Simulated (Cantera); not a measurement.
Charge: 1 mol V2O3, 150 mol H2, 0.43 mol H2O, at 1.00 bar.

Cantera equilibrium calculation (NASA polynomials, part measured and part estimated; ideal gas, pure solids and liquids). Candidate condensed phases: H2O, V, VO, V2O3, V2O4, V2O5; 12 gas species. Mutual solubility and eutectic melting of coexisting phases are not modelled. VO: taken at fixed stoichiometry. Condensed phases not in the tables: the oxides between V2O3 and V2O5 other than VO2. Rates play no part.

log p: log10 of the partial pressure in bar; n: condensed amount in mol.

| T (K) | log p H2 | log p H2O | log p H | log p VO2 | n V2O3(s) | n VO(s) | n VO(l) |
|---|---|---|---|---|---|---|---|
| 700 | 0.00 | -2.54 | <-12 | <-12 | 1.00 | 0 | 0 |
| 850 | 0.00 | -2.54 | -10.69 | <-12 | 1.00 | 0 | 0 |
| 1000 | 0.00 | -2.54 | -8.64 | <-12 | 1.00 | 0 | 0 |
| 1150 | 0.00 | -2.54 | -7.13 | <-12 | 1.00 | 0 | 0 |
| 1300 | 0.00 | -2.54 | -5.96 | <-12 | 1.00 | 0 | 0 |
| 1450 | 0.00 | -2.54 | -5.02 | (withheld) | 1.00 | 0 | 0 |
| 1600 | 0.00 | -2.21 | -4.27 | (withheld) | 0.511 | 0.978 | 0 |
| 1750 | 0.00 | -2.02 | -3.64 | (withheld) | 0 | 2.00 | 0 |
| 1900 | 0.00 | -2.02 | -3.10 | (withheld) | 0 | 2.00 | 0 |
| 2050 | -0.01 | -2.02 | -2.65 | (withheld) | 0 | 2.00 | 0 |
| 2200 | -0.01 | -2.02 | -2.25 | (withheld) | 0 | 0 | 1.99 |

### Question
What belongs in the gaps?

### Answer

- 1450, log p VO2: -10.04
- 1600, log p VO2: -8.27
- 1750, log p VO2: -6.90
- 1900, log p VO2: -5.93
- 2050, log p VO2: -5.11
- 2200, log p VO2: -4.49
